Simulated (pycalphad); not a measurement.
Source of the numbers: pycalphad with the COST 507 light-alloy database (1999); pressure 1 atm. No gas phase is included, though pure Mg would boil below 1650 K. The database dates from 1999; later assessments differ in places, in temperatures and in the compounds included. Kinetics are ignored, which matters at the lower temperatures.

Molar enthalpy of Mg-0.26Al-0.92Si (at.%) in equilibrium (SER reference):

```csv
T (K),H (kJ/mol),phases
1650,50.93,liquid
1550,47.50,liquid
1450,44.08,liquid
1350,40.66,liquid
1250,37.23,liquid
1150,33.81,liquid
1050,30.39,liquid
1000,28.67,liquid
950,26.96,liquid
900,16.38,hcp + MG2SI
850,14.81,hcp + MG2SI
750,11.77,hcp + MG2SI
650,8.85,hcp + MG2SI
550,6.04,hcp + MG2SI
450,3.33,hcp + MG2SI
350,0.73,hcp + MG2SI
```

Cooling from 950 K to 900 K, across the freezing range, releases 10.6 kJ/mol, or 435 J/g. The slope is 34 J/(mol K) in the liquid and 31 J/(mol K) just below the solidus, where it includes any heat of precipitation. Liquidus 914 K, solidus 907 K. Changes were sought between steps of 50 K, so a narrower field can be missed.

Database names, with the compositions (at.%) that they take in these runs: MG2SI: Mg 67 Si 33.
